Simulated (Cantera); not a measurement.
## Hydrocarbon pyrolysis for carbon deposition

An isothermal, constant-pressure homogeneous reactor starts with 2.17 % CH₄, 97.8 % H₂, at 1725 K and 0.0600 bar.

Cantera simulation using GRI-Mech 3.0 (53 species, 325 reactions); the numbers are that mechanism's predictions, not measurements. GRI-Mech 3.0 stops at C3 and has no aromatics, soot or wall deposition, so with more carbon than oxygen in the feed, carbon stays in small species such as C2H2 where larger ones or solid carbon would form.

| t (s) | x CH₄ | x H₂ | x CH₃ | x C₂H₄ | x H |
|---|---|---|---|---|---|
| 2.00e-6 | 0.0217 | 0.978 | 7.22e-8 | <1e-12 | 8.01e-8 |
| 8.60e-6 | 0.0217 | 0.978 | 2.74e-7 | <1e-12 | 3.80e-7 |
| 3.69e-5 | 0.0217 | 0.978 | 9.72e-7 | 2.07e-12 | 1.84e-6 |
| 0.000159 | 0.0217 | 0.978 | 3.85e-6 | 1.65e-10 | 8.23e-6 |
| 0.000682 | 0.0217 | 0.978 | 1.62e-5 | 1.30e-8 | 3.57e-5 |
| 0.00293 | 0.0217 | 0.978 | 6.81e-5 | 9.54e-7 | 0.000152 |
| 0.0126 | 0.0214 | 0.978 | 0.000230 | 2.22e-5 | 0.000520 |
| 0.0541 | 0.0196 | 0.979 | 0.000281 | 3.17e-5 | 0.000694 |
| 0.233 | 0.0142 | 0.981 | 0.000208 | 2.43e-5 | 0.000710 |
| 1.00 | 0.00637 | 0.985 | 9.63e-5 | 2.09e-5 | 0.000737 |
x: mole fraction; the columns are a selection and need not sum to one.

Equilibrium at this temperature and pressure: CH₄ 0.000618, H₂ 0.988, CH₃ 9.61e-6, C₂H₄ 2.44e-5, H 0.000759 (gas phase only).
